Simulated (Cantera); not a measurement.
Input: 1 mol toluene, 81 mol H₂, at 1000 Pa.

Equilibrium computed with Cantera from the NASA thermochemical tables; the gas is ideal and each condensed phase is pure. Candidate condensed phases: C, C₆H₆, C₇H₈, C₈H₁₈; 76 gas species. Kinetics and transport are ignored.

**Question.** Which condensed phases are stable at each of these points (T (°C)): 2352, 2402, 2452, 2502, 2552, 2602, 2652?

**Answer.** 
| T (°C) | condensed phases | C condensed (%) |
|---|---|---|
| 2352 | C(graphite) | 62.4 |
| 2402 | C(graphite) | 54.8 |
| 2452 | C(graphite) | 45.2 |
| 2502 | C(graphite) | 32.1 |
| 2552 | C(graphite) | 13.0 |
| 2602 | gas only | 0.0 |
| 2652 | gas only | 0.0 |

From 2352 °C to 2552 °C the condensed part is C(graphite). From 2602 °C to 2652 °C nothing is condensed.
